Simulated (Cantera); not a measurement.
A perfectly stirred reactor is fed with C3H8 : O2 : N2 = 1 : 7.04 : 26.5 (molar parts), equivalence ratio 0.71, at 4.93 atm; it is adiabatic with a 500 K inlet, and is followed from long to short residence time, starting on the burning branch (τ in s: 0.023, 0.012, 0.0065, 0.0035, 0.0019, 0.00099, 0.00053, 0.00029, 0.00015, 8.2e-05, 4.4e-05, 2.3e-05).

Computed with Cantera and GRI-Mech 3.0 (53 species, 325 reactions). GRI-Mech 3.0 was tuned for natural gas; its chemistry of propane as a main component is partial and can be far from experiment.

x: mole fraction; the columns are a selection and need not sum to one.

```json
[
 {"τ (s)": "0.023", "T (K)": "2048", "x C3H8": "4.80e-7", "x O2": "0.0572", "x H2O": "0.111", "x CO2": "0.0837", "x C2H2": "2.19e-6"},
 {"τ (s)": "0.012", "T (K)": "2045", "x C3H8": "(withheld)", "x O2": "0.0573", "x H2O": "0.111", "x CO2": "0.0834", "x C2H2": "(withheld)"},
 {"τ (s)": "0.0065", "T (K)": "2040", "x C3H8": "1.44e-6", "x O2": "0.0574", "x H2O": "0.111", "x CO2": "0.0830", "x C2H2": "4.52e-6"},
 {"τ (s)": "0.0035", "T (K)": "2033", "x C3H8": "2.37e-6", "x O2": "0.0576", "x H2O": "0.111", "x CO2": "0.0824", "x C2H2": "5.95e-6"},
 {"τ (s)": "0.0019", "T (K)": "2024", "x C3H8": "(withheld)", "x O2": "0.0580", "x H2O": "0.110", "x CO2": "0.0815", "x C2H2": "(withheld)"},
 {"τ (s)": "0.00099", "T (K)": "2009", "x C3H8": "6.23e-6", "x O2": "0.0585", "x H2O": "0.110", "x CO2": "0.0802", "x C2H2": "9.52e-6"},
 {"τ (s)": "0.00053", "T (K)": "1990", "x C3H8": "9.91e-6", "x O2": "0.0593", "x H2O": "0.109", "x CO2": "0.0783", "x C2H2": "1.18e-5"},
 {"τ (s)": "0.00029", "T (K)": "1964", "x C3H8": "1.56e-5", "x O2": "0.0604", "x H2O": "0.108", "x CO2": "0.0758", "x C2H2": "1.46e-5"},
 {"τ (s)": "0.00015", "T (K)": "1926", "x C3H8": "2.64e-5", "x O2": "0.0623", "x H2O": "0.107", "x CO2": "0.0719", "x C2H2": "1.89e-5"},
 {"τ (s)": "8.2e-5", "T (K)": "1878", "x C3H8": "4.53e-5", "x O2": "0.0651", "x H2O": "0.105", "x CO2": "0.0665", "x C2H2": "2.55e-5"},
 {"τ (s)": "4.4e-5", "T (K)": "1803", "x C3H8": "9.33e-5", "x O2": "0.0704", "x H2O": "0.103", "x CO2": "0.0574", "x C2H2": "4.15e-5"},
 {"τ (s)": "2.3e-5", "T (K)": "500", "x C3H8": "0.0290", "x O2": "0.204", "x H2O": "<1e-12", "x CO2": "<1e-12", "x C2H2": "<1e-12"}
]
```

**Question.** What belongs in the gaps?

**Answer.** 
- 0.012, x C3H8: 8.54e-7
- 0.012, x C2H2: 3.29e-6
- 0.0019, x C3H8: 3.81e-6
- 0.0019, x C2H2: 7.54e-6
